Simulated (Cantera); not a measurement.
A perfectly stirred reactor is fed with H2 : O2 : N2 : NO : H2O = 1 : 0.617 : 6.79 : 0.011 : 0.077 (molar parts), at 760 Torr; it is adiabatic with a 700 K inlet, and is followed from long to short residence time, starting on the burning branch (τ in s: 0.024, 0.01, 0.0044, 0.0019, 0.00083, 0.00036, 0.00015, 6.7e-05, 2.9e-05, 1.2e-05, 5.4e-06).

Detailed kinetics in Cantera: GRI-Mech 3.0 (53 species, 325 reactions). The mechanism lacks 2 NO + O2 → 2 NO2 and HONO, so NO2 and the effect of NO are under-described below about 1400 K.

x: mole fraction; the columns are a selection and need not sum to one.

```csv
τ (s),T (K),x H2,x O2,x NO,x H,x OH,x O
0.024,1570,0.00120,0.0149,0.00135,0.000262,0.00114,0.000241
0.010,1559,(withheld),0.0152,0.00135,(withheld),(withheld),(withheld)
0.0044,1541,0.00327,0.0157,0.00136,0.00125,0.00182,0.000693
0.0019,1512,0.00507,0.0166,0.00136,0.00250,0.00216,0.00111
0.00083,1469,0.00751,0.0180,0.00136,0.00464,0.00241,0.00167
0.00036,1407,0.0110,0.0201,0.00136,0.00792,0.00249,0.00233
0.00015,1317,0.0175,0.0241,0.00135,0.0121,0.00225,0.00280
6.7e-5,1167,0.0393,0.0355,0.00133,0.0120,0.00138,0.00199
2.9e-5,700,0.118,0.0726,0.00129,<1e-12,<1e-12,<1e-12
1.2e-5,700,0.118,0.0726,0.00129,<1e-12,<1e-12,<1e-12
5.4e-6,700,0.118,0.0726,0.00129,<1e-12,<1e-12,<1e-12
```

Q: Complete the blanks.

A: 
- 0.010, x H2: 0.00205
- 0.010, x H: 0.000598
- 0.010, x OH: 0.00147
- 0.010, x O: 0.000421
